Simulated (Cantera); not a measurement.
Thermodynamics of abatement and gas-phase synthesis, feed HCl + O2 + H2

A closed system holds: 1 mol HCl, 0.068 mol O2, 1.5 mol H2, equilibrated at 0.100 bar.

Equilibrium computed with Cantera from the NASA thermochemical tables; the gas is ideal and each condensed phase is pure. Candidate condensed phases: H2O; 14 gas species. Equilibrium is a limit: real reactors are often held back by kinetics, nucleation or transport.

From 1150 K to 2350 K nothing is condensed.

```tsv
T (K)	x H2	x HCl	x H2O	x H	x Cl	x OH	x O
1150	0.546	0.400	0.0544	1.74e-7	1.13e-7	1.05e-10	<1e-12
1300	0.546	0.400	0.0544	2.58e-6	1.60e-6	3.36e-9	<1e-12
1450	0.546	0.400	0.0544	2.21e-5	1.32e-5	5.28e-8	1.90e-12
1600	0.546	0.400	0.0544	0.000127	7.36e-5	4.96e-7	9.59e-11
1750	0.545	0.400	0.0544	0.000543	0.000307	3.18e-6	2.49e-9
1900	0.544	0.398	0.0543	0.00185	0.00102	1.52e-5	3.88e-8
2050	0.542	0.396	0.0541	0.00528	0.00285	5.76e-5	4.05e-7
2200	0.537	0.389	0.0537	0.0131	0.00688	0.000182	3.08e-6
2350	0.527	0.377	0.0527	0.0286	0.0147	0.000494	1.81e-5
```
x: gas mole fraction; nothing condenses.
